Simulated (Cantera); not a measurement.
Charge: 1 mol SiCl₄, 0.48 mol H₂, 5.2 mol HCl, held at 627 °C and 128 Torr.

Equilibrium computed with Cantera from the NASA thermochemical tables; the gas is ideal and each condensed phase is pure. Candidate condensed phases: Si; 19 gas species. Rates play no part.

**Question.** What is the equilibrium state?

**Answer.** 
```json
{
  "x(HCl)": "0.778",
  "x(SiCl₄)": "0.150",
  "x(H₂)": "0.0718",
  "x(SiHCl₃)": "3.92e-5",
  "x(SiCl₃)": "1.48e-6",
  "gas_amount": "6.680 mol",
  "log10 activity of Si(s) (absent)": "-10.22"
}
```
